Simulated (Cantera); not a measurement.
Charge: 1 mol PbF2, 1.7 mol H2, at 850 K and 1.50e-6 bar.

Equilibrium computed with Cantera from the NASA thermochemical tables; the gas is ideal and each condensed phase is pure. Candidate condensed phases: Pb, PbF2; 16 gas species. The numbers say what is thermodynamically allowed, not how fast it happens.

Base state: HF 0.584, Pb 0.212, H2 0.204 (mole fractions); condensed: Pb(l).

Question: What changes in the equilibrium state with this change: PbF2 replaced by FeCl2?

Answer: 
| species | before | after |
|---|---|---|
| HCl | 0 | 0.591 |
| H2 | 0.204 | 0.334 |
| FeCl2 | 0 | 0.0750 |
| HF | 0.584 | 0 |
| Pb | 0.212 | 0 |
| Pb(l), mol | 0.273 | 0 |
| Fe(α), mol | 0 | 0.797 |
Further candidate phases: Fe, FeCl2, FeCl3.

Question: What changes in the equilibrium state with this change: temperature from 850 K to 1948.15 K?

Answer: 
```csv
species,before,after
HF,0.584,0.480
Pb,0.212,0.240
H,7.56e-9,0.222
H2,0.204,0.0576
F,<1e-9,0.000612
PbF,8.81e-6,1.33e-5
"Pb(l), mol",0.273,0
```
